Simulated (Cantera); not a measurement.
Premixed flame

A freely propagating, adiabatic, planar premixed flame of 10.9 % CH₄, 0.962 % CO, 16.0 % O₂, 59.0 % N₂, 13.1 % H₂O, equivalence ratio 1.4, unburnt at 348 K and 0.987 atm; mixture-averaged transport, grid criteria slope 0.08 and curve 0.16, no radiation.

Computed with Cantera and GRI-Mech 3.0 (53 species, 325 reactions). Burning velocities carry a grid error of a few per cent, more on coarse grids.

```tsv
z (mm)	T (K)	u (m/s)	x CH₄	x CO	x O₂	x CO₂	x H	x C₂H₄
-5.39	348	0.0911	0.109	0.00960	0.159	4.00e-7	<1e-8	4.29e-8
-3.59	355	0.0932	0.108	0.00966	0.158	1.89e-5	<1e-8	1.95e-6
-2.69	379	0.100	0.106	0.0101	0.156	0.000127	<1e-8	1.29e-5
-1.80	509	0.136	0.0966	0.0130	0.145	0.00118	<1e-8	0.000115
-0.898	956	0.261	0.0651	0.0273	0.104	0.00864	1.66e-6	0.000804
-0.449	1308	0.360	0.0378	0.0419	0.0645	0.0181	3.49e-5	0.00157
0	1632	0.452	0.0123	0.0561	0.0235	0.0317	0.000347	0.00127
0.449	1774	0.492	0.00363	0.0585	0.00549	0.0428	0.000625	0.000227
0.898	1813	0.501	0.00201	0.0567	0.00147	0.0485	0.000494	4.92e-5
1.80	1830	0.506	0.00143	0.0544	0.000228	0.0528	0.000252	1.07e-5
3.59	1835	0.507	0.00121	0.0530	2.12e-5	0.0552	0.000135	3.84e-6
7.19	1834	0.507	0.000996	0.0527	8.62e-7	0.0564	0.000116	2.26e-6
14.4	1832	0.507	0.000691	0.0534	8.41e-8	0.0566	0.000114	1.14e-6
```
x: mole fraction of selected species; z is measured from the peak of heat release.

The laminar burning velocity is 9.08 cm/s. The thermal thickness is 1.80 mm and the peak x(H) comes out as 0.000625. The peak x(C₂H₄) is 0.00176 and the grid points is 121.
